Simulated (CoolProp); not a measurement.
1000 sccm (0 °C, 1 atm) of nitrogen bubbles through liquid toluene at 323.3 K and leaves saturated at a total pressure of 0.15 MPa (ideal gas phase). Each further row changes one setting.

Values from CoolProp's reference Helmholtz-energy equation of state, Lemmon 2006. It is a short technical equation, of lower accuracy than the large ones.

```tsv
case	vapour pressure (kPa)	mole fraction of vapour	delivery (mg/min)	delivery (sccm)	change of delivery for a bath 1 K warmer (%)
as stated	12.4	?	?	?	4.7
bath temperature 328.3 K	?	0.102	465	113	4.7
total pressure 0.3 MPa	12.4	?	?	43.0	4.5
```

**Question.** Fill in the missing entries.

**Answer.** 
- as stated, mole fraction of vapour: 0.0824
- as stated, delivery (mg/min): 369
- as stated, delivery (sccm): 89.9
- bath temperature 328.3 K, vapour pressure (kPa): 15.2
- total pressure 0.3 MPa, mole fraction of vapour: 0.0412
- total pressure 0.3 MPa, delivery (mg/min): 177
